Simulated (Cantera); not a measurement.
A perfectly stirred reactor is fed with NH3 : N2 = 1 : 0.26 (molar parts), at 0.560 bar; it is held at 1300 K, and followed from long to short residence time.

Computed with Cantera and the gas-phase N/H chemistry of the illustrative SiF4/NH3 mechanism in the Surface Chemkin manual (1991). Walls and surfaces, which speed up NH3 decomposition in real reactors, are not modelled.

Task: What does this change do: temperature 1300 to 1700 K?

Result: 
```csv
quantity,before,after
x(NH3) at τ = 2.70 s,0.792,0.357
x(N2H2) at τ = 2.70 s,8.64e-8,3.35e-7
x(N2) at τ = 2.70 s,0.207,0.278
x(NH) at τ = 2.70 s,3.94e-9,7.94e-7
x(H) at τ = 2.70 s,4.80e-9,4.55e-5
x(NH3) at τ = 28.0 ms,0.794,0.782
x(N2H2) at τ = 28.0 ms,7.18e-9,1.18e-6
x(N2) at τ = 28.0 ms,0.206,0.208
x(NH) at τ = 28.0 ms,3.86e-10,6.78e-7
x(H) at τ = 28.0 ms,3.95e-11,1.04e-6
```
